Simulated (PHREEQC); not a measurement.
A made-up water analysis in mmol/kgw, 20 °C, pH 6.68, pe 12.9:

```json
[
 {"constituent": "Na", "mmol/kgw": "2.66"},
 {"constituent": "K", "mmol/kgw": "0.0456"},
 {"constituent": "Ca", "mmol/kgw": "0.385"},
 {"constituent": "Mg", "mmol/kgw": "0.884"},
 {"constituent": "Cl", "mmol/kgw": "0.792"},
 {"constituent": "S(6)", "mmol/kgw": "1.89"},
 {"constituent": "Alkalinity (meq/kgw)", "mmol/kgw": "0.6"},
 {"constituent": "N(5)", "mmol/kgw": "0.0416"}
]
```

Valence states are taken as typed.

The numbers come from PHREEQC with the ion-association model, wateq4f.dat.

```yaml
ionic_strength: 0.00762 mol/kgw
charge_balance_error: 0.3 %
```

```json
[
 {"species": "Na+", "molality": "0.00264", "activity": "0.00242", "log γ": "-0.039"},
 {"species": "SO4-2", "molality": "0.00169", "activity": "0.00119", "log γ": "-0.155"},
 {"species": "Cl-", "molality": "0.000792", "activity": "0.000722", "log γ": "-0.040"},
 {"species": "Mg+2", "molality": "0.000751", "activity": "0.000531", "log γ": "-0.151"},
 {"species": "HCO3-", "molality": "0.000594", "activity": "0.000544", "log γ": "-0.038"},
 {"species": "Ca+2", "molality": "0.000331", "activity": "0.000233", "log γ": "-0.153"},
 {"species": "CO2", "molality": "0.000273", "activity": "0.000274", "log γ": "0.001"},
 {"species": "MgSO4", "molality": "0.000129", "activity": "0.000129", "log γ": "0.001"},
 {"species": "CaSO4", "molality": "5.24e-5", "activity": "5.25e-5", "log γ": "0.001"}
]
```

Precipitation was switched off in this run.
